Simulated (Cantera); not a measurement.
Feed: 1 mol Si, 1.9 mol HBr, 28 mol N₂, at 700 K and 0.610 bar.

Method: chemical equilibrium by Gibbs-energy minimisation in Cantera with the NASA 1993 tables (ideal gas, pure condensed phases). Candidate condensed phases: Br₂, Si, Si₃N₄; 28 gas species. N₂ is the only nitrogen source here; it is nearly inert below about 1500 K, so the nitride shown seldom forms there in practice. Equilibrium is a limit: real reactors are often held back by kinetics, nucleation or transport.

Base state: N₂ 0.939, HBr 0.0498, H₂ 0.00765, SiBr₄ 0.00383 (mole fractions); condensed: Si₃N₄(s).

Problem. What changes in the equilibrium state with this change: HBr from 1.9 to 3 mol?

Solution. 
```csv
species,before,after
N₂,0.939,0.907
HBr,0.0498,0.0733
H₂,0.00765,0.0129
SiBr₄,0.00383,0.00646
"Si₃N₄(s), mol",0.296,0.268
```

Problem. What changes in the equilibrium state with this change: 0.4 mol O₂ added?

Solution. 
| species | before | after |
|---|---|---|
| N₂ | 0.939 | 0.936 |
| HBr | 0.0498 | 0.0639 |
| H₂ | 0.00765 | 0.000247 |
| SiBr₄ | 0.00383 | 0.000123 |
| Si₃N₄(s), mol | 0.296 | 0 |
| SiO₂(α-quartz), mol | 0 | 0.201 |
| Si₂N₂O(s), mol | 0 | 0.398 |
Further candidate phases: H₂O, SiO₂, Si₂N₂O.
